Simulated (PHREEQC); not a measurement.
1 kg of water holding 0.4 mol/kgw Na2SO4 and 0.011 mol/kgw K2SO4 is evaporated at 50 °C; the solids stay in contact with the brine. The system is closed to CO2. Solids allowed: Arcanite, Glaserite, Mirabilite, Misenite, Thenardite. Others were left out.

Equilibrium calculation in PHREEQC: Pitzer model, pitzer.dat.

**Question.** Predict ionic strength at water left (kg) = 0.1407, 0.04335.

**Answer.** 
```json
[
 {"water left (kg)": "0.1407", "ionic strength": "8.77"},
 {"water left (kg)": "0.04335", "ionic strength": "10.7"}
]
```

Constants without temperature data keep their 25 °C values here.
